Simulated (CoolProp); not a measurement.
Computed with CoolProp (reference Helmholtz-energy equation of state, Gao 2022).

Question: Give the vapour pressure (bar), liquid density (kg/m³), vapour density (kg/m³), liquid cp (kJ/(kg K)) of saturated n-perfluorohexane at 341.9, 401.5, 437.3 K.

Answer: 
```tsv
T (K)	p (bar)	liquid density (kg/m³)	vapour density (kg/m³)	liquid cp (kJ/(kg K))
341.9	1.48	1540	19.2	1.12
401.5	6.89	1290	94.5	1.26
437.3	14.2	1010	265	1.77
```
